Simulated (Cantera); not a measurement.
Mixture: 9.25 % CH₄, 19.1 % O₂, 71.7 % N₂, at 0.460 bar, adiabatic and at constant pressure. Ignition delay is the time to a rise of 400 K.

Computed with Cantera and GRI-Mech 3.0 (53 species, 325 reactions).

Problem. Predict: delay at 1250 K; delay at 1350 K; delay at 1450 K; delay at 1550 K; delay at 1650 K; delay at 1750 K; delay at 1850 K; apparent activation energy between 1650 and 1850 K.

Solution. 
- delay at 1250 K: 41.4 ms
- delay at 1350 K: 11.0 ms
- delay at 1450 K: 3.49 ms
- delay at 1550 K: 1.33 ms
- delay at 1650 K: 0.601 ms
- delay at 1750 K: 0.305 ms
- delay at 1850 K: 0.170 ms
- apparent activation energy between 1650 and 1850 K: 160 kJ/mol
